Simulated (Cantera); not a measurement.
**Oxide etching and cleaning by halides: MgO + HF + N₂**

Charge: 1 mol MgO, 1.3 mol HF, 0.87 mol N₂, at 100 Torr.

Equilibrium computed with Cantera from the NASA thermochemical tables; the gas is ideal and each condensed phase is pure. Candidate condensed phases: H₂O, Mg, MgF₂, MgO, Mg(OH)₂; 50 gas species. Mutual solubility and eutectic melting of coexisting phases are not modelled. The numbers say what is thermodynamically allowed, not how fast it happens.

From 1075 °C to 1225 °C the condensed part is MgF₂(s) + MgO(s). From 1275 °C to 1475 °C the condensed part is MgF₂(l) + MgO(s). The main Mg-bearing gas is MgF₂ throughout.

| T (°C) | x N₂ | x HF | x H₂O | x MgF₂ | x H₂ | n MgF₂(s) | n MgO(s) | n MgF₂(l) |
|---|---|---|---|---|---|---|---|---|
| 1075 | 0.527 | 0.158 | 0.315 | 1.43e-5 | 4.10e-5 | 0.519 | 0.480 | 0 |
| 1125 | 0.513 | 0.208 | 0.279 | 4.70e-5 | 6.46e-5 | 0.473 | 0.527 | 0 |
| 1175 | 0.497 | 0.264 | 0.239 | 0.000142 | 9.61e-5 | 0.419 | 0.581 | 0 |
| 1225 | 0.480 | 0.321 | 0.198 | 0.000398 | 0.000135 | 0.358 | 0.641 | 0 |
| 1275 | 0.465 | 0.373 | 0.161 | 0.00100 | 0.000182 | 0 | 0.699 | 0.299 |
| 1325 | 0.454 | 0.409 | 0.134 | 0.00213 | 0.000244 | 0 | 0.742 | 0.254 |
| 1375 | 0.444 | 0.441 | 0.111 | 0.00430 | 0.000317 | 0 | 0.782 | 0.210 |
| 1425 | 0.434 | 0.467 | 0.0905 | 0.00830 | 0.000399 | 0 | 0.818 | 0.166 |
| 1475 | 0.424 | 0.486 | 0.0732 | 0.0154 | 0.000489 | 0 | 0.849 | 0.120 |
x: gas mole fraction; n: condensed amount in mol.
